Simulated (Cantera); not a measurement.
## Equilibrium for silicon oxide and oxynitride deposition: SiF4 + O3 + H2

Charge: 1 mol SiF4, 3.3 mol O3, 1.3 mol H2, held at 1300 °C.

Cantera equilibrium calculation (NASA polynomials, part measured and part estimated; ideal gas, pure solids and liquids). Candidate condensed phases: H2O, Si, SiO2; 38 gas species. The tables' values for SiF3 are old estimates; treat these amounts as uncertain. The tables hold silica as quartz up to 1696 K and as liquid above; real silica turns to tridymite and cristobalite and melts near 1996 K. Gases not in the tables: Si(OH)4. Kinetics and transport are ignored.

```tsv
P (Pa)	log p O2	log p HF	log p SiF4	log p H2O	log p O	n SiO2(β-quartz)
5	-4.53	-4.75	-5.61	-7.40	-7.25	0.647
26	-3.81	-4.03	-4.89	-6.33	-6.89	0.643
140	-3.08	-3.31	-4.15	-5.25	-6.52	0.635
710	-2.37	-2.61	-3.43	-4.22	-6.17	0.619
3700	-1.66	-1.92	-2.67	-3.20	-5.81	0.589
19000	-0.94	-1.24	-1.91	-2.23	-5.45	0.540
100000	-0.22	-0.58	-1.13	-1.29	-5.09	0.470
```
log p: log10 of the partial pressure in bar; n: condensed amount in mol.

From 5.00e-5 bar to 1.00 bar the condensed part is SiO2(β-quartz). The share of Si in condensed phases is highest at 5.00e-5 bar (64.7 %) and lowest at 1.00 bar (47.0 %).
